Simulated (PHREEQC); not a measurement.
## Ultrapure water in contact with air or piping: an equilibrium model

Model water analysis in mg/L, 25 °C, pH 6.4, pe 9.3:

| constituent | mg/L |
|---|---|
| Na | 0.014 |
| K | 0.00734 |
| Ca | 0.0233 |
| Mg | 0.00699 |
| Cl | 0.00966 |
| S(6) as SO4 | 0.0377 |
| Alkalinity as HCO3 | 0.0965 |
| Li | 4.22e-06 |
| Si as SiO2 | 0.000646 |
| Ba | 4.1e-05 |
| Pb | 0.00778 |

Cl is adjusted to close the charge balance.
Valence states are taken as typed.

All values are PHREEQC results (ion-association model, wateq4f.dat), not measurements.

Each row changes one thing in this solution. No solid was allowed to form.

| case | HCO3- (mol/kgw) | CO2 (mol/kgw) | PbOH+ (mol/kgw) | CO3-2 (mol/kgw) | SI of Pb(OH)2 (Pb(OH)2) | SI of Cerrusite (PbCO3) |
|---|---|---|---|---|---|---|
| as made | 1.95e-6 | 1.74e-6 | 1.73e-9 | 2.32e-10 | -2.80 | -3.96 |
| Alkalinity from 0.0965 to 0.0483 mg/L | 1.16e-6 | 1.04e-6 | 1.73e-9 | [?] | -2.80 | -4.19 |
| pH from 6.4 to 6.9 at the same alkalinity | [?] | 4.58e-7 | 4.95e-9 | 6.08e-10 | -1.85 | -3.59 |
| temperature from 25 to 65 °C at the same typed pH | 1.68e-6 | 1.32e-6 | 1.73e-9 | 3.11e-10 | -1.59 | -4.26 |

Question: Some entries are withheld; supply them.

Answer: 
- Alkalinity from 0.0965 to 0.0483 mg/L, CO3-2 (mol/kgw): 1.38e-10
- pH from 6.4 to 6.9 at the same alkalinity, HCO3- (mol/kgw): 1.62e-6

Constants without temperature data keep their 25 °C values here.
